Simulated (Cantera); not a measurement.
**Low-pressure radical oxidation in H2/O2**

An isothermal, constant-pressure homogeneous reactor starts with 0.488 % H₂, 65.9 % O₂, 26.4 % N₂, 7.25 % H₂O, equivalence ratio 0.0037, at 1175 K and 0.0133 bar.

Model: GRI-Mech 3.0 (53 species, 325 reactions), integrated in Cantera. Radical loss at walls, strong at low pressure, is not modelled.

```csv
t (s),x H₂,x O₂,x H₂O₂,x OH,x NO,x O
2.00e-5,0.00488,0.659,<1e-12,7.45e-12,<1e-12,4.67e-12
0.000100,0.00488,0.659,<1e-12,9.75e-11,<1e-12,8.46e-11
0.000502,0.00488,0.659,<1e-12,9.40e-10,<1e-12,9.35e-10
0.00252,0.00488,0.659,2.70e-12,1.65e-8,<1e-12,1.87e-8
0.0126,0.00433,0.659,7.99e-9,0.000279,<1e-12,0.000341
0.0632,0.000103,0.656,9.23e-8,0.000912,2.01e-9,0.00162
0.317,1.51e-5,0.658,4.36e-8,0.000352,2.89e-9,0.000239
1.59,1.28e-6,0.658,1.06e-8,0.000104,3.09e-9,2.07e-5
7.96,1.43e-7,0.658,2.08e-9,3.50e-5,3.19e-9,2.36e-6
39.9,2.23e-8,0.658,4.19e-10,1.38e-5,3.25e-9,3.70e-7
200,6.77e-9,0.658,1.48e-10,7.63e-6,3.30e-9,1.12e-7
```
x: mole fraction; the columns are a selection and need not sum to one.

Equilibrium at this temperature and pressure: H₂ 6.23e-9, O₂ 0.658, H₂O₂ 1.38e-10, OH 7.32e-6, NO 0.000166, O 1.03e-7 (gas phase only).
